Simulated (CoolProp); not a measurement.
The fluid at 293.15 K and 2.65 MPa is throttled through a valve to 1.37 MPa with no heat exchange. The same conditions are run with several fluids, on thermodynamics alone (safety and materials aside).

The numbers come from the reference Helmholtz-energy equation of state of each fluid (C2F6 (R116): Lemmon 2006; dry air: Lemmon 2000; oxygen: Schmidt 1985; CF4 (R14): Platzer 1990; carbon monoxide: Lemmon 2006) in CoolProp. The equations of Platzer and Polt are older, rougher fits. Blends and air are pseudo-pure fits.

**Question.** Rank C2F6 (R116), dry air, oxygen, CF4 (R14), carbon monoxide by temperature change (K), highest first.

**Answer.** dry air (-2.9), carbon monoxide (-3.2), oxygen (-3.5), CF4 (R14) (-7.6), C2F6 (R116) (-19.6)

```json
[
 {"fluid": "C2F6 (R116)", "final density (kg/m³)": "108"},
 {"fluid": "dry air", "final density (kg/m³)": "16.5"},
 {"fluid": "oxygen", "final density (kg/m³)": "18.4"},
 {"fluid": "CF4 (R14)", "final density (kg/m³)": "54.0"},
 {"fluid": "carbon monoxide", "final density (kg/m³)": "16.0"}
]
```
